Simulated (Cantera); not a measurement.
An adiabatic, constant-pressure homogeneous reactor starts with CO : H2 : CH4 : O2 : N2 = 1 : 0.04 : 0.43 : 1.25 : 4.72 (molar parts), equivalence ratio 1.1, at 1200 K and 7500 Torr.

Cantera simulation using GRI-Mech 3.0 (53 species, 325 reactions); the numbers are that mechanism's predictions, not measurements.

Problem. Predict: time of steepest temperature rise; temperature at 0.400 s; equilibrium temperature; x(CO) at 0.400 s; x(H2) at 0.400 s; x(CH2O) at 0.400 s.

Solution. 
| Quantity | Result |
|---|---|
| time of steepest temperature rise | 3.20 ms |
| temperature at 0.400 s | 2801 K |
| equilibrium temperature | 2801 K |
| x(CO) at 0.400 s | 0.0632 (gas-phase equilibrium 0.0632) |
| x(H2) at 0.400 s | 0.00748 (gas-phase equilibrium 0.00748) |
| x(CH2O) at 0.400 s | 1.90e-9 (gas-phase equilibrium 1.90e-9) |
